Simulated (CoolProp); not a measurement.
Vapour-liquid equilibrium of n-perfluoropentane (1) + n-pentane (2) at 0.595 MPa; x and y are mole fractions of (1).

Values from CoolProp's multi-fluid Helmholtz-energy mixture model, Gao 2022 and Thol 2019; pair parameters Bell 2016.

| x | bubble temperature, mixture model (K) | bubble temperature, Raoult's law (K) | y, mixture model | y, Raoult's law |
|---|---|---|---|---|
| 0.05 | 364.6 | 372.6 | 0.194 | 0.064 |
| 0.125 | 357.6 | 371.7 | 0.343 | 0.157 |
| 0.2 | 354.3 | 370.7 | 0.414 | 0.245 |
| 0.275 | 352.8 | 369.8 | 0.454 | 0.330 |
| 0.35 | 352.0 | 368.9 | 0.480 | 0.411 |
| 0.425 | 351.5 | 368.1 | 0.502 | 0.490 |
| 0.5 | 351.3 | 367.2 | 0.525 | 0.565 |
| 0.575 | 351.3 | 366.4 | 0.552 | 0.637 |
| 0.65 | 351.6 | 365.6 | 0.588 | 0.707 |
| 0.725 | 352.4 | 364.8 | 0.636 | 0.774 |
| 0.8 | 353.8 | 364.1 | 0.700 | 0.838 |
| 0.875 | 356.1 | 363.3 | 0.787 | 0.901 |
| 0.95 | 359.3 | 362.6 | 0.904 | 0.961 |

The largest gap from Raoult's law is -17.0 K in bubble temperature, at x = 0.275. y crosses x between x = 0.5 and 0.575: the model has an azeotrope there.

Pair parameters are fitted to limited data, so mixtures are less certain than the pure fluids. With so large a gap from Raoult's law the liquid may split in two, which this calculation doesn't test in full.
